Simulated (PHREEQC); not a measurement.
A solution holds 0.0014 mol/kgw NH3, 3.2e-05 mol/kgw Na2SiO3 and 0.0019 mol/kgw Na2CO3, at 20 °C. Closed to the air; pH follows from the charge balance.

Model: ion-association model, phreeqc.dat, run in PHREEQC.

Precipitation was switched off in this run.

**Question.** Order these Si species by the share of Si that they hold, largest first: H2SiO4-2, H3SiO4-, H4SiO4.

**Answer.** H3SiO4- (90 %), H4SiO4 (10 %), H2SiO4-2 (0.37 %)

**Question.** Order these C species by the share of C that they hold, largest first: NaCO3-, HCO3-, CO3-2.

**Answer.** CO3-2 (76 %), HCO3- (21 %), NaCO3- (3.1 %)

The pH is 10.83 and the ionic strength 0.00530 mol/kgw.
